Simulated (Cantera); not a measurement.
Input (Python, Cantera) and output of one run.

```python
import numpy as np
import cantera as ct

gas_names = [...]  # 109 gases of nasa_gas.yaml made of C, Cl, H, Si
cond_names = """
    C(gr) C6H6(L) C7H8(L) C8H18(L),n-octa Si(cr) Si(L) SiC(b)
""".split()


# ... load() reads the species with a 1 bar reference pressure and builds the phases ...
atoms = {
    'CH3SiCl3': {'C': 1, 'H': 3, 'Si': 1, 'CL': 3},
    'C2H2': {'C': 2, 'H': 2},
    'H2': {'H': 2},
}
top_T = {'C(gr)': 4500, 'SiC(b)': 3050}  # K; cautious upper limits of use, not melting points


# ... equilibrate(T, P, feed) seeds the gas with the atoms and calls Mixture.equilibrate('TP', solver="vcs", rtol=1e-11, max_steps=5000) ...
results = []
feed = {'CH3SiCl3': 1, 'C2H2': 0.54, 'H2': 3.6}  # mol
P = 5700  # Pa
for T in [1925, 2000, 2075, 2150, 2225, 2300, 2375, 2450, 2525]:
    mix = equilibrate(T, P, feed)
    results.append((T, P, feed, dict(zip(mix.species_names, mix.species_moles))))

top = {s: max(r[3][s] / sum(r[3][g] for g in gas_names) for r in results) for s in gas_names}
cols = sorted((s for s in top if top[s] > 1e-06), key=lambda s: -top[s])[:7]
seen = [c for c in cond_names if any(r[3].get(c, 0) > 1e-12 for r in results)]
print("log10 of partial pressures in bar; condensed amounts in mol")
print(f"{'T/K':>10s}" + "".join(f"{s[:9]:>10s}" for s in cols + seen))
for T, P, feed, n in results:
    ng = sum(n[g] for g in gas_names)
    print(f"{T:10.4g}" + "".join(f"{np.log10(max(n[s] / ng * P / 1e5, 1e-99)):10.3f}" for s in cols)
          + "".join(f"{n.get(c, 0):10.4g}" for c in seen))
```

It prints:

```
log10 of partial pressures in bar; condensed amounts in mol
       T/K        H2       HCL         H     SiCL2        CL        Si      SiCL     C(gr)    SiC(b)
      1925    -1.464    -1.679    -3.751    -2.863    -4.091    -6.146    -5.457     1.255    0.8209
      2000    -1.462    -1.690    -3.520    -2.799    -3.875    -5.622    -5.108      1.28    0.7937
      2075    -1.462    -1.702    -3.305    -2.744    -3.677    -5.137    -4.786     1.304    0.7653
      2150    -1.462    -1.715    -3.106    -2.698    -3.495    -4.686    -4.489     1.327     0.735
      2225    -1.465    -1.731    -2.921    -2.659    -3.327    -4.266    -4.215     1.351    0.7009
      2300    -1.469    -1.750    -2.749    -2.629    -3.172    -3.874    -3.962     1.378    0.6574
      2375    -1.478    -1.772    -2.590    -2.608    -3.030    -3.506    -3.729     1.414    0.5922
      2450    -1.492    -1.801    -2.443    -2.597    -2.901    -3.162    -3.515     1.473    0.4775
      2525    -1.516    -1.841    -2.310    -2.601    -2.787    -2.838    -3.321      1.58    0.2516
```

Cantera equilibrium calculation (NASA polynomials, part measured and part estimated; ideal gas, pure solids and liquids). The feed counts by its element totals alone. The tables' values for SiCl, SiCl3 are old estimates; treat these amounts as uncertain. Gases not in the tables: Si2H6 and higher silanes.
